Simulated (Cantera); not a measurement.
A closed system holds: 1 mol AlN, 51 mol HCl, 2.9 mol H₂, held at 1600 K and 68.3 Torr.

Cantera equilibrium calculation (NASA polynomials, part measured and part estimated; ideal gas, pure solids and liquids). Candidate condensed phases: Al, AlCl₃, AlN, NH₄Cl; 20 gas species. The tables' values for AlCl₂ are old estimates; treat these amounts as uncertain. Equilibrium is a limit: real reactors are often held back by kinetics, nucleation or transport.

Base state: HCl 0.890, H₂ 0.0817, AlCl₃ 0.0184, N₂ 0.00927, Cl 0.000444, AlCl₂ 0.000117, H 5.15e-5 (mole fractions); condensed: gas only.

Question: What changes in the equilibrium state with this change: temperature from 1600 K to 1925 K?

Answer: 
```csv
species,before,after
HCl,0.890,0.881
H₂,0.0817,0.0835
AlCl₃,0.0184,0.0168
Cl,0.000444,0.00727
AlCl,4.04e-6,0.000263
H,5.15e-5,0.000916
AlCl₂,0.000117,0.00139
```

Question: What changes in the equilibrium state with this change: pressure from 68.3 Torr to 2.55 Torr?

Answer: 
| species | before | after |
|---|---|---|
| HCl | 0.890 | 0.888 |
| H₂ | 0.0817 | 0.0821 |
| AlCl₃ | 0.0184 | 0.0178 |
| Cl | 0.000444 | 0.00228 |
| AlCl | 4.04e-6 | 0.000106 |
| H | 5.15e-5 | 0.000267 |
| AlCl₂ | 0.000117 | 0.000586 |
| N₂ | 0.00927 | 0.00926 |
